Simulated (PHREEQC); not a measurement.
# Polishing slurry liquid: speciation

Make-up at 25 °C: 11.4 mmol/kgw H2SO4, 0.0098 mmol/kgw Fe(NO3)3 and 6.8 mmol/kgw H3BO3. It is in equilibrium with CO2 at log p = -3.4 (atm). Otherwise closed; pH follows from the charge balance.

Model: ion-association model, phreeqc.dat, run in PHREEQC.

```json
{
 "pH": "1.82",
 "ionic_strength": "0.0230 mol/kgw",
 "specific_conductance": "6450 µS/cm",
 "total_alkalinity": "-22.8 meq/kg"
}
```

| species | molality | activity | log γ |
|---|---|---|---|
| H+ | 0.0172 | 0.0152 | -0.053 |
| H3BO3 | 0.00680 | 0.00684 | 0.002 |
| SO4-2 | 0.00579 | 0.00327 | -0.249 |
| HSO4- | 0.00560 | 0.00483 | -0.064 |
| NO3- | 2.94e-5 | 2.52e-5 | -0.067 |
| CO2 | 1.35e-5 | 1.36e-5 | 0.002 |
| FeSO4+ | 7.99e-6 | 6.93e-6 | -0.062 |
| Fe+3 | 5.85e-7 | 1.93e-7 | -0.481 |
| Fe(SO4)2- | 5.73e-7 | 4.95e-7 | -0.064 |
| FeHSO4+2 | 5.07e-7 | 2.82e-7 | -0.255 |
| FeOH+2 | 1.45e-7 | 8.20e-8 | -0.248 |
| Fe(OH)2+ | 2.05e-9 | 1.78e-9 | -0.061 |

No solid was allowed to form. Examples of supersaturated solids here: Hematite (slow to form). Others may be too.
